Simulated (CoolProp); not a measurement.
Vapour-liquid equilibrium of propane (1) + c-C4F8 (RC318) (2) at 314.4 K; x and y are mole fractions of (1).

The numbers come from the multi-fluid Helmholtz-energy mixture model, Lemmon 2009 and Platzer 1990; pair parameters Bell 2016 in CoolProp. This equation is an older, rougher fit; its heat capacities, sound speeds and derivatives of the liquid may be far off and weren't checked against measurements.

Question: Give the bubble pressure and the first vapour's composition at x = 0.05, 0.2, 0.8. Is there an azeotrope?

Answer: x = 0.05: 619.9 kPa, y = 0.190; x = 0.2: 901.5 kPa, y = 0.481; x = 0.8: 1397 kPa, y = 0.839. y crosses x between x = 0.875 and 0.95: the model has an azeotrope there.

Pair parameters are fitted to limited data, so mixtures are less certain than the pure fluids.
